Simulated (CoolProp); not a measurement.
Computed with CoolProp (reference Helmholtz-energy equation of state, Thol 2021).

Task: Give the vapour pressure (MPa), enthalpy of vaporisation (kJ/kg), liquid cp (kJ/(kg K)), vapour Z of saturated chlorine at 301.6, 344.8 K.

Result: 
| T (K) | p (MPa) | enthalpy of vaporisation (kJ/kg) | liquid cp (kJ/(kg K)) | vapour Z |
|---|---|---|---|---|
| 301.6 | 0.851 | 245 | 0.998 | 0.886 |
| 344.8 | 2.30 | 204 | 1.12 | 0.778 |
